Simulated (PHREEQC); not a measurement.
0.021 g of hydrous ferric oxide (600 m²/g; 0.2 weak and 0.005 strong sites per Fe, Dzombak-Morel constants, diffuse double layer) in 1 kg of water with 0.01 mol/kgw of an inert sodium salt, at 25 °C; the pH is set by adding NaOH or the inert anion's acid. O2 is buffered at 0.21 atm. CO2 from the air is kept out. No solid was allowed to form.

Base run: PHREEQC, ion-association model, wateq4f.dat. Each further column changes one thing. The table gives surface charge σ (C/m²).

```json
[
 {"pH": "4", "base": "0.216", "background salt from 0.01 to 0.001 mol/kgw": "0.117", "oxide from 0.021 to 0.11 g/kgw": "0.216", "1.1e-05 mol/kgw PbCl2 added": "0.217"},
 {"pH": "5", "base": "0.113", "background salt from 0.01 to 0.001 mol/kgw": "0.050", "oxide from 0.021 to 0.11 g/kgw": "0.113", "1.1e-05 mol/kgw PbCl2 added": "0.116"},
 {"pH": "5.5", "base": "0.077", "background salt from 0.01 to 0.001 mol/kgw": "0.031", "oxide from 0.021 to 0.11 g/kgw": "0.077", "1.1e-05 mol/kgw PbCl2 added": "0.080"},
 {"pH": "6.5", "base": "0.030", "background salt from 0.01 to 0.001 mol/kgw": "0.011", "oxide from 0.021 to 0.11 g/kgw": "0.030", "1.1e-05 mol/kgw PbCl2 added": "0.042"},
 {"pH": "7.5", "base": "0.008", "background salt from 0.01 to 0.001 mol/kgw": "0.003", "oxide from 0.021 to 0.11 g/kgw": "0.008", "1.1e-05 mol/kgw PbCl2 added": "0.017"},
 {"pH": "8.5", "base": "-0.005", "background salt from 0.01 to 0.001 mol/kgw": "-0.002", "oxide from 0.021 to 0.11 g/kgw": "-0.005", "1.1e-05 mol/kgw PbCl2 added": "0.002"},
 {"pH": "9", "base": "-0.013", "background salt from 0.01 to 0.001 mol/kgw": "-0.004", "oxide from 0.021 to 0.11 g/kgw": "-0.013", "1.1e-05 mol/kgw PbCl2 added": "-0.005"},
 {"pH": "10", "base": "-0.040", "background salt from 0.01 to 0.001 mol/kgw": "-0.015", "oxide from 0.021 to 0.11 g/kgw": "-0.040", "1.1e-05 mol/kgw PbCl2 added": "-0.023"}
]
```
